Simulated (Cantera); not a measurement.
An isothermal, constant-pressure homogeneous reactor starts with NH₃ : H₂ = 1 : 4.9 (molar parts), at 1725 K and 15.0 Torr.

Computed with Cantera and the gas-phase N/H chemistry of the illustrative SiF4/NH3 mechanism in the Surface Chemkin manual (1991). Walls and surfaces, which speed up NH3 decomposition in real reactors, are not modelled.

Task: Predict: x(NH₃) at 3.00 s; x(H₂) at 3.00 s; x(N₂) at 3.00 s; x(N₂H₄) at 3.00 s; x(H) at 3.00 s; x(N) at 3.00 s; x(N₂H₂) at 3.00 s.

Result: 
* **x(NH₃) at 3.00 s**: 0.155 (gas-phase equilibrium 1.63e-7)
* **x(H₂) at 3.00 s**: 0.839 (gas-phase equilibrium 0.926)
* **x(N₂) at 3.00 s**: 0.00635 (gas-phase equilibrium 0.0724)
* **x(N₂H₄) at 3.00 s**: 1.42e-9 (gas-phase equilibrium <1e-12)
* **x(H) at 3.00 s**: 0.000225 (gas-phase equilibrium 0.00127)
* **x(N) at 3.00 s**: 1.16e-7 (gas-phase equilibrium 1.72e-11)
* **x(N₂H₂) at 3.00 s**: 2.73e-7 (gas-phase equilibrium <1e-12)
